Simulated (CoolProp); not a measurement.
Saturation properties of dimethyl carbonate (Tc = 283.9 °C, pc = 4.909 MPa, ω = 0.346).

The numbers come from the reference Helmholtz-energy equation of state, Zhou 2011 in CoolProp.

```json
[
 {"T (°C)": "24.35", "p (MPa)": "0.007026", "liquid density (kg/m³)": "1064", "enthalpy of vaporisation (kJ/kg)": "419.7", "vapour Z": "0.9962", "surface tension (mN/m)": "28.5"},
 {"T (°C)": "32.25", "p (MPa)": "0.01043", "liquid density (kg/m³)": "1054", "enthalpy of vaporisation (kJ/kg)": "414.4", "vapour Z": "0.9948", "surface tension (mN/m)": "27.3"},
 {"T (°C)": "40.05", "p (MPa)": "0.01504", "liquid density (kg/m³)": "1043", "enthalpy of vaporisation (kJ/kg)": "409.3", "vapour Z": "0.9931", "surface tension (mN/m)": "26.2"},
 {"T (°C)": "47.85", "p (MPa)": "0.02123", "liquid density (kg/m³)": "1033", "enthalpy of vaporisation (kJ/kg)": "404.1", "vapour Z": "0.9910", "surface tension (mN/m)": "25.0"},
 {"T (°C)": "55.75", "p (MPa)": "0.02951", "liquid density (kg/m³)": "1022", "enthalpy of vaporisation (kJ/kg)": "398.9", "vapour Z": "0.9884", "surface tension (mN/m)": "23.9"},
 {"T (°C)": "63.55", "p (MPa)": "0.04010", "liquid density (kg/m³)": "1011", "enthalpy of vaporisation (kJ/kg)": "393.7", "vapour Z": "0.9854", "surface tension (mN/m)": "22.7"},
 {"T (°C)": "71.35", "p (MPa)": "0.05360", "liquid density (kg/m³)": "1000", "enthalpy of vaporisation (kJ/kg)": "388.5", "vapour Z": "0.9819", "surface tension (mN/m)": "21.6"},
 {"T (°C)": "79.25", "p (MPa)": "0.07078", "liquid density (kg/m³)": "989.4", "enthalpy of vaporisation (kJ/kg)": "383.1", "vapour Z": "0.9777", "surface tension (mN/m)": "20.5"},
 {"T (°C)": "87.05", "p (MPa)": "0.09183", "liquid density (kg/m³)": "978.4", "enthalpy of vaporisation (kJ/kg)": "377.8", "vapour Z": "0.9730", "surface tension (mN/m)": "19.4"},
 {"T (°C)": "94.85", "p (MPa)": "0.1176", "liquid density (kg/m³)": "967.2", "enthalpy of vaporisation (kJ/kg)": "372.3", "vapour Z": "0.9676", "surface tension (mN/m)": "18.4"},
 {"T (°C)": "102.75", "p (MPa)": "0.1492", "liquid density (kg/m³)": "955.7", "enthalpy of vaporisation (kJ/kg)": "366.7", "vapour Z": "0.9615", "surface tension (mN/m)": "17.3"},
 {"T (°C)": "110.55", "p (MPa)": "0.1866", "liquid density (kg/m³)": "944.2", "enthalpy of vaporisation (kJ/kg)": "361.0", "vapour Z": "0.9547", "surface tension (mN/m)": "16.3"},
 {"T (°C)": "118.35", "p (MPa)": "0.2309", "liquid density (kg/m³)": "932.6", "enthalpy of vaporisation (kJ/kg)": "355.2", "vapour Z": "0.9471", "surface tension (mN/m)": "15.3"},
 {"T (°C)": "126.25", "p (MPa)": "0.2838", "liquid density (kg/m³)": "920.5", "enthalpy of vaporisation (kJ/kg)": "349.2", "vapour Z": "0.9386", "surface tension (mN/m)": "14.3"},
 {"T (°C)": "134.05", "p (MPa)": "0.3447", "liquid density (kg/m³)": "908.4", "enthalpy of vaporisation (kJ/kg)": "343.0", "vapour Z": "0.9293", "surface tension (mN/m)": "13.3"}
]
```

It boils at 90.1 °C under 1 atm.

Surface tension comes from a separate correlation (Mulero 2014).
